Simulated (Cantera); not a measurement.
Input (Python, Cantera) and output of one run.

```python
import numpy as np
import cantera as ct

gas_names = """
    CL CL2 H HCL H2 N NH NH2 NH3 N2 N2H2 N2H4 Si SiCL SiCL2 SiCL3 SiCL4 SiH SiHCL3 SiH2 SiH2CL2 SiH3
    SiH3CL SiH4 SiN Si2 Si2N Si3
""".split()
cond_names = """
    NH4CL(a) NH4CL(b) Si(cr) Si(L) Si3N4(a)
""".split()


# ... load() reads the species with a 1 bar reference pressure and builds the phases ...
atoms = {
    'Si2Cl6': {'Si': 2, 'CL': 6},
    'NH3': {'N': 1, 'H': 3},
    'N2': {'N': 2},
}
top_T = {'Si3N4(a)': 2400}  # K; cautious upper limits of use, not melting points


# ... equilibrate(T, P, feed) seeds the gas with the atoms and calls Mixture.equilibrate('TP', solver="vcs", rtol=1e-11, max_steps=5000) ...
results = []
feed = {'Si2Cl6': 1, 'NH3': 0.52, 'N2': 40}  # mol
P = 13332.2  # Pa
for T in [1200, 1300, 1400, 1500, 1600, 1700, 1800]:
    mix = equilibrate(T, P, feed)
    results.append((T, P, feed, dict(zip(mix.species_names, mix.species_moles))))

top = {s: max(r[3][s] / sum(r[3][g] for g in gas_names) for r in results) for s in gas_names}
cols = sorted((s for s in top if top[s] > 0.0001), key=lambda s: -top[s])[:7]
seen = [c for c in cond_names if any(r[3].get(c, 0) > 1e-12 for r in results)]
print("log10 of partial pressures in bar; condensed amounts in mol")
print(f"{'T/K':>10s}" + "".join(f"{s[:9]:>10s}" for s in cols + seen))
for T, P, feed, n in results:
    ng = sum(n[g] for g in gas_names)
    print(f"{T:10.4g}" + "".join(f"{np.log10(max(n[s] / ng * P / 1e5, 1e-99)):10.3f}" for s in cols)
          + "".join(f"{n.get(c, 0):10.4g}" for c in seen))
```

Output:

```
log10 of partial pressures in bar; condensed amounts in mol
       T/K        N2     SiCL2       HCL     SiCL4     SiCL3        H2        CL  Si3N4(a)
      1200    -0.903    -5.176    -2.357    -2.446    -4.283    -3.593    -7.327    0.2811
      1300    -0.903    -4.250    -2.353    -2.463    -3.743    -3.630    -6.568    0.2761
      1400    -0.904    -3.479    -2.353    -2.515    -3.311    -3.649    -5.926    0.2536
      1500    -0.906    -2.866    -2.359    -2.665    -3.016    -3.625    -5.395    0.1847
      1600    -0.909    -2.451    -2.380    -3.035    -2.939    -3.515    -4.989   0.05652
      1700    -0.911    -2.330    -2.373    -3.381    -3.002    -3.590    -4.519         0
      1800    -0.912    -2.313    -2.350    -3.538    -3.029    -3.862    -3.981         0
```

Equilibrium computed with Cantera from the NASA thermochemical tables; the gas is ideal and each condensed phase is pure. The feed counts by its element totals alone. The tables' values for SiCl3 are old estimates; treat these amounts as uncertain.
